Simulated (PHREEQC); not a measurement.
# Ultrapure water in contact with air or piping: an equilibrium model

Model water analysis in mg/L, 32 °C, pH 6.7, pe 11.6:

| constituent | mg/L |
|---|---|
| Na | 0.249 |
| K | 0.0283 |
| Ca | 0.234 |
| Mg | 0.0383 |
| Cl | 0.333 |
| S(6) as SO4 | 0.286 |
| Alkalinity as HCO3 | 0.674 |
| O(0) (dissolved oxygen) | 0.000307 |
| N(5) as NO3 | 0.00574 |
| Ni | 0.011 |

Valence states are taken as typed.

Computed with PHREEQC (ion-association model, wateq4f.dat).

```json
{
  "ionic_strength": "3.74e-5 mol/kgw",
  "charge_balance_error": "0.5 %"
}
```

```json
[
 {"species": "HCO3-", "molality": "1.11e-5", "activity": "1.11e-5", "log γ": "-0.003"},
 {"species": "Na+", "molality": "1.08e-5", "activity": "1.08e-5", "log γ": "-0.003"},
 {"species": "Cl-", "molality": "9.39e-6", "activity": "9.32e-6", "log γ": "-0.003"},
 {"species": "Ca+2", "molality": "5.83e-6", "activity": "5.67e-6", "log γ": "-0.012"},
 {"species": "CO2", "molality": "4.62e-6", "activity": "4.62e-6", "log γ": "0.000"},
 {"species": "SO4-2", "molality": "2.97e-6", "activity": "2.89e-6", "log γ": "-0.013"},
 {"species": "Mg+2", "molality": "1.57e-6", "activity": "1.53e-6", "log γ": "-0.012"},
 {"species": "K+", "molality": "7.24e-7", "activity": "7.18e-7", "log γ": "-0.003"},
 {"species": "H+", "molality": "2.01e-7", "activity": "2.00e-7", "log γ": "-0.003"},
 {"species": "Ni+2", "molality": "1.83e-7", "activity": "1.78e-7", "log γ": "-0.013"},
 {"species": "NO3-", "molality": "9.26e-8", "activity": "9.19e-8", "log γ": "-0.003"},
 {"species": "OH-", "molality": "8.42e-8", "activity": "8.36e-8", "log γ": "-0.003"}
]
```

This is a speciation only: nothing precipitates in the calculation. Complexes and solids missing from the database can't appear.
